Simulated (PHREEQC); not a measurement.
Solution (25 °C): 2.8e-05 mol CuSO4, 5.3e-07 mol CuCl2 and 0.0029 mol HCl per kg of water. Closed to the air; pH follows from the charge balance.

The numbers come from PHREEQC with the ion-association model, wateq4f.dat.

No solid was allowed to form.

Problem. Estimate the pH.

Solution. pH 2.56.

Problem. In which forms is S present?

Solution. SO4-2 82 %, HSO4- 18 % of the S.
